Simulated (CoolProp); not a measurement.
A simple Rankine cycle with hexamethyldisiloxane (MM): condensing at 312.15 K, boiler at 0.835 MPa, turbine inlet 472.5 K, turbine efficiency 0.65, pump efficiency 0.8, no recuperator. Each further row changes one setting.

Values from CoolProp's reference Helmholtz-energy equation of state, Thol 2016.

```json
[
 {"case": "as stated", "thermal efficiency (%)": "12.2", "net work (kJ/kg)": "57.9", "heat in (kJ/kg)": "477", "turbine exit temperature (K)": "428.7", "volume ratio over the turbine": "95.1"},
 {"case": "turbine inlet 492.5 K", "thermal efficiency (%)": "11.8", "net work (kJ/kg)": "61.5", "heat in (kJ/kg)": "520", "turbine exit temperature (K)": "450.0", "volume ratio over the turbine": "89.5"},
 {"case": "condensing temperature 304.15 K", "thermal efficiency (%)": "12.8", "net work (kJ/kg)": "63.0", "heat in (kJ/kg)": "492", "turbine exit temperature (K)": "425.9", "volume ratio over the turbine": "137"},
 {"case": "boiler pressure 0.584 MPa", "thermal efficiency (%)": "11.4", "net work (kJ/kg)": "55.2", "heat in (kJ/kg)": "486", "turbine exit temperature (K)": "435.3", "volume ratio over the turbine": "59.4"},
 {"case": "turbine efficiency 0.55", "thermal efficiency (%)": "10.2", "net work (kJ/kg)": "48.8", "heat in (kJ/kg)": "477", "turbine exit temperature (K)": "433.6", "volume ratio over the turbine": "96.2"}
]
```
